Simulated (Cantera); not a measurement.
A Cantera script and what it prints.

```python
import numpy as np
import cantera as ct

gas_names = """
    Cu CuO Cu2 H HO2 H2 H2O H2O2 O OH O2 O3
""".split()
cond_names = """
    Cu(cr) Cu(L) CuO(s) CuO2H2(s) Cu2O(s) Cu2O(L) H2O(s) H2O(L)
""".split()


# ... load() reads the species with a 1 bar reference pressure and builds the phases ...
atoms = {
    'CuO': {'Cu': 1, 'O': 1},
    'H2': {'H': 2},
}
top_T = {'CuO(s)': 1390}  # K; cautious upper limits of use, not melting points


# ... equilibrate(T, P, feed) seeds the gas with the atoms and calls Mixture.equilibrate('TP', solver="vcs", rtol=1e-11, max_steps=5000) ...
results = []
feed = {'CuO': 1, 'H2': 14}  # mol
T = 2048  # K
P = 1333.22  # Pa
mix = equilibrate(T, P, feed)
results.append((T, P, feed, dict(zip(mix.species_names, mix.species_moles))))
print(gas.report(threshold=1e-05))
for i in range(1, mix.n_phases):
    print(f"{mix.phase(i).name:16s} {mix.phase_moles(i):12.5e} mol")
```

Output:

```
       temperature   2048 K
          pressure   1333.2 Pa
           density   0.00055747 kg/m^3
  mean mol. weight   7.1201 kg/kmol
   phase of matter   gas

                          1 kg             1 kmol
                     ---------------   ---------------
          enthalpy        9.0929e+06        6.4742e+07  J
   internal energy        6.7013e+06        4.7714e+07  J
           entropy             33077        2.3551e+05  J/K
    Gibbs function        -5.865e+07       -4.1759e+08  J
 heat capacity c_p            4836.9             34439  J/K
 heat capacity c_v            3669.2             26125  J/K

                      mass frac. Y      mole frac. X     chem. pot. / RT
                     ---------------   ---------------   ---------------
                Cu           0.58889          0.065984           -9.9013
               Cu2         0.0007545        4.2269e-05           -19.803
                 H         0.0025313           0.01788           -12.018
                H2           0.24068           0.85003           -24.036
               H2O           0.16677          0.065915           -48.814
                OH        0.00036067          0.000151           -36.796
     [   +6 minor]        7.8972e-06        2.5846e-06

Cu(L)             0.00000e+00 mol
Cu2O(L)           0.00000e+00 mol
```

These are equilibrium values from Cantera (NASA tables, ideal gas, pure condensed phases), not measurements of a reactor.
